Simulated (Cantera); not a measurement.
An isothermal, constant-pressure homogeneous reactor starts with C₂H₆ : N₂ = 1 : 92 (molar parts), at 1775 K and 6.75 Torr. Integrator tolerance rtol = 1e-08.

Detailed kinetics in Cantera: GRI-Mech 3.0 (53 species, 325 reactions). GRI-Mech 3.0 stops at C3 and has no aromatics, soot or wall deposition, so with more carbon than oxygen in the feed, carbon stays in small species such as C2H2 where larger ones or solid carbon would form. Radical loss at walls, strong at low pressure, is not modelled.

Problem. What does this change do: 9 parts H2O added?

Solution. 
```
quantity                                              before                                      after
-----------------  -----------------------------------------  -----------------------------------------
x(C₂H₆) at 70.0 s      <1e-12 (gas-phase equilibrium <1e-12)      <1e-12 (gas-phase equilibrium <1e-12)
x(HCN) at 70.0 s     0.000139 (gas-phase equilibrium 0.0190)   1.98e-8 (gas-phase equilibrium 5.25e-11)
x(CH₄) at 70.0 s     4.89e-8 (gas-phase equilibrium 6.03e-8)      <1e-12 (gas-phase equilibrium <1e-12)
x(H) at 70.0 s     0.000440 (gas-phase equilibrium 0.000443)  0.000445 (gas-phase equilibrium 0.000697)
x(H₂) at 70.0 s        0.0208 (gas-phase equilibrium 0.0208)      0.0516 (gas-phase equilibrium 0.0514)
x(C₂H) at 70.0 s     1.74e-6 (gas-phase equilibrium 1.71e-7)      <1e-12 (gas-phase equilibrium <1e-12)
```

Problem. What does this change do: C2H6 1 to 6.7 parts?

Solution. 
| quantity | before | after |
|---|---|---|
| x(C₂H₆) at 70.0 s | <1e-12 (gas-phase equilibrium <1e-12) | 1.41e-12 (gas-phase equilibrium <1e-12) |
| x(HCN) at 70.0 s | 0.000139 (gas-phase equilibrium 0.0190) | 9.78e-5 (gas-phase equilibrium 0.0776) |
| x(CH₄) at 70.0 s | 4.89e-8 (gas-phase equilibrium 6.03e-8) | 3.33e-6 (gas-phase equilibrium 3.72e-6) |
| x(H) at 70.0 s | 0.000440 (gas-phase equilibrium 0.000443) | 0.00106 (gas-phase equilibrium 0.00106) |
| x(H₂) at 70.0 s | 0.0208 (gas-phase equilibrium 0.0208) | 0.119 (gas-phase equilibrium 0.119) |
| x(C₂H) at 70.0 s | 1.74e-6 (gas-phase equilibrium 1.71e-7) | 4.18e-6 (gas-phase equilibrium 1.47e-6) |
